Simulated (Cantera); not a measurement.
Input (Python, Cantera) and output of one run.

```python
import numpy as np
import cantera as ct

gas_names = """
    CrO3 N NO2 O3 N2 NO
""".split()
cond_names = """
    Cr2O3(s) Cr2O3(L) Cr(cr) Cr(L) Cr2N(s)
""".split()


# ... load() reads the species with a 1 bar reference pressure and builds the phases ...
species = {s.name: s for s in load("nasa_gas.yaml", gas_names) + load("nasa_condensed.yaml", cond_names)}
# Each term lists the table entries of one substance; the one whose range holds T is used.
reactions = {
    '4 CrO3(g) + 3 N(g) = 3 NO2(g) + 2 Cr2O3':
        [(-4, ['CrO3']), (-3, ['N']), (3, ['NO2']), (2, ['Cr2O3(s)', 'Cr2O3(L)'])],
    '2 Cr2O3 + 3 N(g) = 4 Cr + 3 NO2(g)':
        [(-2, ['Cr2O3(s)', 'Cr2O3(L)']), (-3, ['N']), (4, ['Cr(cr)', 'Cr(L)']), (3, ['NO2'])],
    '2 CrO3(g) + N(g) = 2 O3(g) + Cr2N':
        [(-2, ['CrO3']), (-1, ['N']), (2, ['O3']), (1, ['Cr2N(s)'])],
    '4 CrO3(g) + 3 N2(g) = 2 Cr2O3 + 6 NO(g)':
        [(-4, ['CrO3']), (-3, ['N2']), (2, ['Cr2O3(s)', 'Cr2O3(L)']), (6, ['NO'])],
}


def pick(names, T):
    return next(species[n] for n in names if species[n].thermo.min_temp <= T <= species[n].thermo.max_temp)


results = []
for label, terms in reactions.items():
    print(label)
    print("     T/K   dH/kJ  dS/(J/K)   dG/kJ   log10 K")
    for T in [300, 575, 675, 775, 875, 975]:
        used = [(nu, pick(names, T)) for nu, names in terms]
        dH = sum(nu * s.thermo.h(T) for nu, s in used) / 1e6
        dS = sum(nu * s.thermo.s(T) for nu, s in used) / 1e3
        dG = dH - T * dS / 1e3
        logK = -dG * 1e6 / (ct.gas_constant * T * np.log(10))
        results.append((label, T, dH, dS, dG, logK, [s.name for _, s in used]))
        print(f"{T:8g} {dH:8.1f} {dS:8.1f} {dG:8.1f} {logK:8.2f}")
```

Result:

```
4 CrO3(g) + 3 N(g) = 3 NO2(g) + 2 Cr2O3
     T/K   dH/kJ  dS/(J/K)   dG/kJ   log10 K
     300  -2414.0   -644.2  -2220.7   386.66
     575  -2404.7   -620.8  -2047.7   186.02
     675  -2402.1   -616.7  -1985.9   153.67
     775  -2399.1   -612.6  -1924.4   129.70
     875  -2396.0   -608.7  -1863.3   111.23
     975  -2392.6   -605.1  -1802.7    96.57
2 Cr2O3 + 3 N(g) = 4 Cr + 3 NO2(g)
     T/K   dH/kJ  dS/(J/K)   dG/kJ   log10 K
     300    954.5    194.8    896.1  -156.02
     575    936.0    149.5    850.1   -77.22
     675    931.0    141.4    835.5   -64.66
     775    926.4    135.0    821.7   -55.38
     875    922.3    130.1    808.5   -48.26
     975    918.8    126.3    795.7   -42.63
2 CrO3(g) + N(g) = 2 O3(g) + Cr2N
     T/K   dH/kJ  dS/(J/K)   dG/kJ   log10 K
     300    271.2   -142.7    314.0   -54.67
     575    274.7   -134.5    352.0   -31.98
     675    276.2   -132.1    365.3   -28.27
     775    277.8   -129.8    378.4   -25.51
     875    279.7   -127.5    391.3   -23.36
     975    281.9   -125.1    403.9   -21.64
4 CrO3(g) + 3 N2(g) = 2 Cr2O3 + 6 NO(g)
     T/K   dH/kJ  dS/(J/K)   dG/kJ   log10 K
     300   -550.9   -214.9   -486.4    84.69
     575   -533.2   -170.9   -434.9    39.51
     675   -528.6   -163.6   -418.2    32.36
     775   -524.1   -157.3   -402.2    27.10
     875   -519.6   -151.9   -386.7    23.08
     975   -515.2   -147.1   -371.8    19.92
```

Cantera with NASA thermochemical tables; ideal gases at 1 bar, condensed phases pure. Condensed species are held in their standard states even where they would react or evaporate.
